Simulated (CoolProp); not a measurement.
The fluoroketone C6F12O (FK-5-1-12) at 493.55 K and 1.5 MPa is throttled through a valve to 0.423 MPa with no heat exchange. Each further row changes one setting.

Values from CoolProp's reference Helmholtz-energy equation of state, McLinden 2015.

```json
[
 {"case": "as stated", "temperature change (K)": "-7.6", "final density (kg/m³)": "35.1"},
 {"case": "outlet pressure 0.127 MPa", "temperature change (K)": "-9.4", "final density (kg/m³)": "10.1"},
 {"case": "outlet pressure 0.55 MPa", "temperature change (K)": "-6.7", "final density (kg/m³)": "46.3"}
]
```
